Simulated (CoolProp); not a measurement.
The fluid at 463.08 K and 0.303 MPa flows at 0.13 m/s in a round tube of 100 mm bore and 0.25 µm roughness, fully developed (64/Re and Nu = 3.66 if laminar; Colebrook and Gnielinski if turbulent). The same conditions are run with several fluids, on thermodynamics alone (safety and materials aside).

Computed with CoolProp (reference Helmholtz-energy equation of state of each fluid (toluene: Lemmon 2006; R125: Lemmon 2005; c-C4F8 (RC318): Platzer 1990; n-pentane: Thol 2019; R152A: Outcalt 1996)). The equations of Platzer and Polt are older, rougher fits.

Question: Rank toluene, R125, c-C4F8 (RC318), n-pentane, R152A by Reynolds number, highest first.

Answer: c-C4F8 (RC318) (11700), toluene (9510), n-pentane (7380), R125 (6370), R152A (4000)

| fluid | Darcy friction factor | pressure drop (Pa/m) | heat-transfer coefficient (W/(m² K)) | mass flow (kg/h) |
|---|---|---|---|---|
| toluene | 0.0313 | 0.0205 | 7.37 | 28.5 |
| R125 | 0.0349 | 0.0281 | 5.57 | 35.0 |
| c-C4F8 (RC318) | 0.0296 | 0.0402 | 8.18 | 59.0 |
| n-pentane | 0.0335 | 0.0166 | 7.97 | 21.6 |
| R152A | 0.0399 | 0.0178 | 4.13 | 19.4 |

Transport values come from each fluid's own correlations; those of c-C4F8 (RC318), n-pentane, R152A are estimates that may be off by 10 % or more.
